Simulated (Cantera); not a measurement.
Standard-state values (1 bar) from the NASA 1993 polynomials, evaluated with Cantera. Values are per mole of reaction as written; species without (g) are pure solids or liquids, kept so even where they would boil at 1 bar. VN: taken at fixed stoichiometry.

4 H2O(g) + 2 VN ⇌ V2O4 + 2 NH3(g) + 2 H(g)

| T (K) | ΔH° (kJ) | ΔS° (J/K) | ΔG° (kJ) | log10 K |
|---|---|---|---|---|
| 300 | 318.6 | -111.3 | 351.9 | -61.28 |
| 500 | 333.4 | -70.3 | 368.5 | -38.50 |
| 600 | ___ | ___ | ___ | ___ |
| 700 | 341.1 | -57.4 | 381.3 | -28.45 |
| 800 | 345.3 | -51.8 | 386.7 | -25.25 |
| 900 | 349.5 | -46.9 | 391.6 | -22.73 |
| 1000 | 353.7 | -42.4 | 396.1 | -20.69 |
| 1100 | 357.9 | -38.4 | 400.1 | -19.00 |
| 1200 | ___ | ___ | ___ | ___ |
| 1300 | 365.9 | -31.7 | 407.1 | -16.36 |
| 1400 | 369.8 | -28.8 | 410.2 | -15.30 |

What belongs in the gaps?


- 600, ΔH° (kJ): 337.1
- 600, ΔS° (J/K): -63.5
- 600, ΔG° (kJ): 375.2
- 600, log10 K: -32.67
- 1200, ΔH° (kJ): 361.9
- 1200, ΔS° (J/K): -34.9
- 1200, ΔG° (kJ): 403.8
- 1200, log10 K: -17.58
